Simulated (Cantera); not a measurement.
## Low-pressure radical oxidation in H2/O2

An isothermal, constant-pressure homogeneous reactor starts with 13.7 % H2, 36.0 % O2, 50.4 % N2, equivalence ratio 0.19, at 998 K and 0.0133 bar.

Computed with Cantera and the H2/O2 subset of GRI-Mech 3.0, which has no nitrogen chemistry. Radical loss at walls, strong at low pressure, is not modelled. The temperature is held fixed by assumption; the heat of reaction is taken as removed at once.

```
t (s)         x H2   x O2      x OH     x HO2       x H       x O     x H2O
--------  --------  -----  --------  --------  --------  --------  --------
5.00e-5      0.137  0.360  1.07e-12  2.26e-11  2.17e-11  1.41e-12    <1e-12
0.000132     0.137  0.360  5.01e-12  5.98e-11  5.81e-11  8.69e-12  7.31e-12
0.000349     0.137  0.360  2.30e-11  1.59e-10  1.91e-10  5.25e-11  8.74e-11
0.000920     0.137  0.360  1.90e-10  4.33e-10   1.37e-9  4.88e-10   1.46e-9
0.00243      0.137  0.360   1.66e-8   2.93e-9   1.17e-7   4.34e-8   1.61e-7
0.00642      0.118  0.351   0.00116   3.21e-6   0.00958   0.00323    0.0132
0.0169     0.00534  0.304   0.00231   5.44e-6    0.0288    0.0152     0.121
0.0447     0.00124  0.311   0.00102   5.10e-6   0.00263   0.00320     0.143
0.118     0.000123  0.312  0.000280   2.43e-6   6.62e-5  0.000296     0.146
0.312      1.28e-5  0.313   9.17e-5   5.76e-7   2.33e-6   3.19e-5     0.147
0.823      1.89e-6  0.313   3.80e-5   1.25e-7   1.63e-7   5.41e-6     0.147
2.17       3.91e-7  0.313   1.85e-5   3.25e-8   1.87e-8   1.28e-6     0.147
5.74       1.04e-7  0.313   9.91e-6   9.84e-9   2.87e-9   3.68e-7     0.147
15.1       3.18e-8  0.313   5.61e-6   3.30e-9  5.22e-10   1.18e-7     0.147
40.0       1.06e-8  0.313   3.28e-6   1.21e-9  1.04e-10   4.05e-8     0.147
```
x: mole fraction; the columns are a selection and need not sum to one.

Equilibrium at this temperature and pressure: H2 1.88e-10, O2 0.313, OH 4.37e-7, HO2 5.00e-10, H <1e-12, O 7.21e-10, H2O 0.147 (gas phase only).
